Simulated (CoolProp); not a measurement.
A single-stage vapour-compression cycle with the fluid: evaporating at 320.15 K (dew point), condensing at 366.15 K (bubble point), superheat 8 K, subcooling 8 K, compressor efficiency 0.65, no pressure losses. The same conditions are run with several fluids, on thermodynamics alone (safety and materials aside).

The numbers come from the reference Helmholtz-energy equation of state of each fluid (chloromethane (R40): Thol 2014; dimethyl carbonate: Zhou 2011; cyclopropane: Polt 1992; ammonia: Gao 2020; sulfur dioxide: Gao 2016; fluoroethane (R161): Wu 2012) in CoolProp. The equations of Platzer and Polt are older, rougher fits.

### Question
Rank chloromethane (R40), dimethyl carbonate, cyclopropane, ammonia, sulfur dioxide, fluoroethane (R161) by cooling COP, highest first.

### Answer
dimethyl carbonate (4.15), sulfur dioxide (3.80), chloromethane (R40) (3.73), ammonia (3.61), cyclopropane (3.56), fluoroethane (R161) (3.22)

| fluid | pressure ratio | discharge temperature (K) | refrigerating effect (kJ/kg) | volumetric capacity (kJ/m³) |
|---|---|---|---|---|
| chloromethane (R40) | 2.72 | 423.7 | 287 | 6460 |
| dimethyl carbonate | 5.42 | 391.4 | 342 | 233 |
| cyclopropane | 2.56 | 392.9 | 281 | 6550 |
| ammonia | 2.89 | 444.8 | 892 | 12400 |
| sulfur dioxide | 3.10 | 446.5 | 282 | 5680 |
| fluoroethane (R161) | 2.61 | 396.0 | 212 | 7690 |
